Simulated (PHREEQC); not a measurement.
**Brine: speciation**

Dissolve 0.84 mol LiCl, 0.55 mol CaCl2 and 3 mol NaCl per kg of water at 25 °C. Closed to the air; pH follows from the charge balance.

Computed with PHREEQC (Pitzer model, pitzer.dat).

No solid was allowed to form.

Task: Estimate the activity of water, density, osmotic coefficient.

Result: activity of water 0.800; density 1.159 g/cm³; osmotic coefficient 1.324.

Complexes and solids missing from the database can't appear.
